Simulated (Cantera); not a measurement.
**Adiabatic ignition**

An adiabatic, constant-volume homogeneous reactor starts with CH4 : H2 : O2 : N2 = 1 : 0.12 : 1.58 : 5.96 (molar parts), equivalence ratio 1.3, at 1475 K and 9.87 atm.

Model: GRI-Mech 3.0 (53 species, 325 reactions), integrated in Cantera. Above 3000 K some thermodynamic fits are extrapolated.

| t (s) | T (K) | P (bar) | x CH4 | x H2 | x O2 | x H | x HO2 | x C2H2 | x CO2 |
|---|---|---|---|---|---|---|---|---|---|
| 5.00e-6 | 1475 | 10.00 | 0.115 | 0.0139 | 0.182 | 5.46e-8 | 3.48e-6 | <1e-12 | 2.79e-10 |
| 1.95e-5 | 1475 | 10.0 | 0.115 | 0.0138 | 0.182 | 5.09e-7 | 1.07e-5 | 1.35e-10 | 8.57e-8 |
| 7.58e-5 | 1496 | 10.1 | 0.112 | 0.0138 | 0.180 | 2.16e-6 | 4.32e-5 | 2.84e-7 | 8.01e-6 |
| 0.000295 | 3129 | 22.7 | 8.83e-12 | 0.0461 | 0.00282 | 0.0105 | 5.95e-6 | <1e-12 | 0.0352 |
| 0.00115 | 3129 | 22.7 | 8.83e-12 | 0.0461 | 0.00282 | 0.0105 | 5.95e-6 | <1e-12 | 0.0352 |
| 0.00447 | 3129 | 22.7 | 8.83e-12 | 0.0461 | 0.00282 | 0.0105 | 5.95e-6 | <1e-12 | 0.0352 |
| 0.0174 | 3129 | 22.7 | 8.83e-12 | 0.0461 | 0.00282 | 0.0105 | 5.95e-6 | <1e-12 | 0.0352 |
| 0.0678 | 3129 | 22.7 | 8.83e-12 | 0.0461 | 0.00282 | 0.0105 | 5.95e-6 | <1e-12 | 0.0352 |
| 0.264 | 3129 | 22.7 | 8.83e-12 | 0.0461 | 0.00282 | 0.0105 | 5.95e-6 | <1e-12 | 0.0352 |
| 1.03 | 3129 | 22.7 | 8.83e-12 | 0.0461 | 0.00282 | 0.0105 | 5.95e-6 | <1e-12 | 0.0352 |
| 4.00 | 3129 | 22.7 | 8.83e-12 | 0.0461 | 0.00282 | 0.0105 | 5.95e-6 | <1e-12 | 0.0352 |
x: mole fraction; the columns are a selection and need not sum to one.

The time of steepest temperature rise is 0.139 ms and the temperature at 4.00 s comes out as 3129 K. The equilibrium temperature comes out as 3129 K, the x(CH4) at 4.00 s is 8.83e-12 (gas-phase equilibrium 1.04e-11) and the x(H2) at 4.00 s is 0.0461 (gas-phase equilibrium 0.0461). The x(O2) at 4.00 s comes out as 0.00282 (gas-phase equilibrium 0.00282).
